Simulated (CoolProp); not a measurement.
Vapour-liquid equilibrium of propane (1) + R152A (2) at 0.291 bar; x and y are mole fractions of (1).

Model: multi-fluid Helmholtz-energy mixture model, Lemmon 2009 and Outcalt 1996; pair parameters Bell 2016, in CoolProp.

Task: Give the bubble temperature and the first vapour's composition at x = 0.35, 0.65, 0.95. Is there an azeotrope?

Result: x = 0.35: 204.5 K, y = 0.760; x = 0.65: 204.3 K, y = 0.765; x = 0.95: 205.1 K, y = 0.899. y crosses x between x = 0.65 and 0.8: the model has an azeotrope there.

The pair parameters rest on a limited set of measurements; away from them the model extrapolates. With so large a gap from Raoult's law the liquid may split in two, which this calculation doesn't test in full.
